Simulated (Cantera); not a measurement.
A Cantera script and its output.

```python
import numpy as np
import cantera as ct

gas = ct.Solution("gri30.yaml")


def delay(T, t_max=10):
    gas.TPX = T, 100000, {'CO': 1, 'H2': 0.52, 'O2': 0.76, 'N2': 3.27}
    reactor = ct.IdealGasConstPressureReactor(gas, clone=False)
    net = ct.ReactorNet([reactor])
    net.rtol, net.atol = 1e-8, 1e-16
    while net.time < t_max:
        t_old, T_old = net.time, reactor.T
        net.step()
        if reactor.T > T + 400:  # ignition: a rise of 400 K
            return t_old + (T + 400 - T_old) / (reactor.T - T_old) * (net.time - t_old)
    return np.nan


taus = []
for T in [1050, 1150, 1250, 1350, 1450, 1550, 1650, 1750, 1850, 1950]:
    taus.append(delay(T))
    print(f"T0 = {T:6g} K   tau = {taus[-1]:.4e} s")
```

Output:

```
T0 =   1050 K   tau = 1.9951e-04 s
T0 =   1150 K   tau = 9.5635e-05 s
T0 =   1250 K   tau = 6.1959e-05 s
T0 =   1350 K   tau = 4.7227e-05 s
T0 =   1450 K   tau = 4.0454e-05 s
T0 =   1550 K   tau = 3.8073e-05 s
T0 =   1650 K   tau = 3.8709e-05 s
T0 =   1750 K   tau = 4.1609e-05 s
T0 =   1850 K   tau = 4.6235e-05 s
T0 =   1950 K   tau = 5.2290e-05 s
```

Model: GRI-Mech 3.0 (53 species, 325 reactions), integrated in Cantera. Where the delays flatten at high temperature, the 400 K rule measures the pace of heat release, not the induction time.
